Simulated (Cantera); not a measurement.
Input (Python, Cantera):

```python
import numpy as np
import cantera as ct

gas = ct.Solution("h2o2.yaml")
gas.TPX = 598, 32000, {'H2': 1, 'O2': 0.185, 'N2': 0.537}
flame = ct.FreeFlame(gas, width=0.089)
flame.set_refine_criteria(ratio=3, slope=0.08, curve=0.16)
flame.transport_model = "mixture-averaged"
flame.solve(loglevel=0, auto=True)
z, T = flame.grid, flame.T
thick = (T[-1] - T[0]) / np.gradient(T, z).max()
show = ['H2', 'O2', 'H2O2', 'OH', 'HO2', 'H']
print(f"laminar burning velocity  {flame.velocity[0] * 100:.3f} cm/s")
print(f"burnt temperature         {T[-1]:.1f} K")
print(f"thermal thickness         {thick * 1e3:.4f} mm")
print(f"grid points               {len(z)}")
z0 = z[flame.heat_release_rate.argmax()]
print(f"{'z/mm':>9s}{'T/K':>9s}{'u/(m/s)':>9s}" + "".join(f"{s:>11s}" for s in show))
rows = []
for k in (-3, -2, -1.5, -1, -0.5, -0.25, 0, 0.25, 0.5, 1, 2, 4, 8):
    zz = z0 + k * thick
    rows.append([k * thick, np.interp(zz, z, T), np.interp(zz, z, flame.velocity),
                 *(np.interp(zz, z, flame.X[gas.species_index(s)]) for s in show)])
    print(f"{rows[-1][0] * 1e3:9.3f}{rows[-1][1]:9.1f}{rows[-1][2]:9.3f}" + "".join(f"{x:11.3e}" for x in rows[-1][3:]))
```

It prints:

```
laminar burning velocity  828.978 cm/s
burnt temperature         2197.2 K
thermal thickness         2.0177 mm
grid points               139
     z/mm      T/K  u/(m/s)         H2         O2       H2O2         OH        HO2          H
   -6.053    598.0    8.290  5.807e-01  1.074e-01 -1.067e-15  4.500e-18  4.234e-13  8.080e-15
   -4.035    598.0    8.290  5.807e-01  1.074e-01  4.834e-15  7.896e-15  1.832e-10  1.663e-11
   -3.027    598.0    8.290  5.807e-01  1.074e-01  3.316e-13  4.761e-13  7.352e-09  1.048e-09
   -2.018    598.0    8.290  5.807e-01  1.074e-01  4.331e-10  7.776e-10  1.143e-06  5.082e-07
   -1.009    617.7    8.537  5.780e-01  1.072e-01  1.066e-06  4.747e-05  9.139e-05  6.766e-04
   -0.504    786.1   10.664  5.483e-01  1.023e-01  1.042e-06  2.984e-04  5.484e-05  1.325e-02
    0.000   1157.4   15.308  4.237e-01  5.735e-02  3.397e-07  1.596e-03  2.131e-05  7.671e-02
    0.504   1388.4   18.321  3.365e-01  7.204e-03  1.448e-07  2.005e-03  2.637e-06  1.166e-01
    1.009   1476.4   19.391  3.311e-01  7.748e-04  1.034e-07  2.066e-03  2.667e-07  1.136e-01
    2.018   1575.8   20.551  3.396e-01  1.868e-04  9.372e-08  2.420e-03  6.303e-08  1.005e-01
    4.035   1686.2   21.806  3.510e-01  1.522e-04  7.207e-08  2.713e-03  4.956e-08  8.446e-02
    8.071   1802.3   23.097  3.631e-01  1.123e-04  4.550e-08  2.804e-03  3.694e-08  6.715e-02
   16.142   1916.2   24.332  3.750e-01  7.018e-05  2.436e-08  2.612e-03  2.498e-08  4.988e-02
```

Cantera simulation using the H2/O2 subset of GRI-Mech 3.0, which has no nitrogen chemistry; the numbers are that mechanism's predictions, not measurements. Burning velocities carry a grid error of a few per cent, more on coarse grids.
